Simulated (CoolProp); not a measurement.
Vapour-liquid equilibrium of n-hexane (1) + hexamethyldisiloxane (MM) (2) at 87.95 °C; x and y are mole fractions of (1).

The numbers come from the multi-fluid Helmholtz-energy mixture model, Thol 2019 and Thol 2016; pair parameters Bell 2016 in CoolProp.

Question: Give the bubble pressure and the first vapour's composition at x = 0.125, 0.425, 0.725. Is there an azeotrope?

Answer: x = 0.125: 0.08049 MPa, y = 0.239; x = 0.425: 0.1084 MPa, y = 0.625; x = 0.725: 0.1424 MPa, y = 0.871. No azeotrope shows between x = 0.05 and 0.95.

The pair parameters rest on a limited set of measurements; away from them the model extrapolates.
